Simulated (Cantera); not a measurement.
Feed: 1 mol Al₂O₃, 3.3 mol O₂, at 1827 °C and 1.00 bar.

These are equilibrium values from Cantera (NASA tables, ideal gas, pure condensed phases), not measurements of a reactor. Candidate condensed phases: Al, Al₂O₃; 9 gas species. Rates play no part.

Base state: O₂ 0.999, O 0.00139 (mole fractions); condensed: Al₂O₃(s).

**Question.** What changes in the equilibrium state with this change: temperature from 1827 °C to 1125 °C?

**Answer.** 
```tsv
species	before	after
O₂	0.999	1.000
O	0.00139	9.19e-7
Al₂O₃(s), mol	1.00	1.00
```
